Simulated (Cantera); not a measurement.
An adiabatic, constant-pressure homogeneous reactor starts with H2 : O2 : N2 = 1 : 1.35 : 5.08 (molar parts), at 1475 K and 3300 Torr.

Model: the H2/O2 subset of GRI-Mech 3.0, which has no nitrogen chemistry, integrated in Cantera. The hydrogen kinetics of GRI-Mech 3.0 are dated; newer H2 mechanisms differ, most at raised pressure.

Predict: time of steepest temperature rise; temperature at 3.00 s; equilibrium temperature; x(H2) at 3.00 s; x(O2) at 3.00 s; x(H2O) at 3.00 s; x(O) at 3.00 s; x(OH) at 3.00 s; x(H2O2) at 3.00 s; x(H) at 3.00 s.


- time of steepest temperature rise = 3.90 µs
- temperature at 3.00 s = 2376 K
- equilibrium temperature = 2376 K
- x(H2) at 3.00 s = 0.000613 (gas-phase equilibrium 0.000613)
- x(O2) at 3.00 s = 0.120 (gas-phase equilibrium 0.120)
- x(H2O) at 3.00 s = 0.140 (gas-phase equilibrium 0.140)
- x(O) at 3.00 s = 0.00127 (gas-phase equilibrium 0.00127)
- x(OH) at 3.00 s = 0.00686 (gas-phase equilibrium 0.00686)
- x(H2O2) at 3.00 s = 5.42e-7 (gas-phase equilibrium 5.42e-7)
- x(H) at 3.00 s = 0.000169 (gas-phase equilibrium 0.000169)
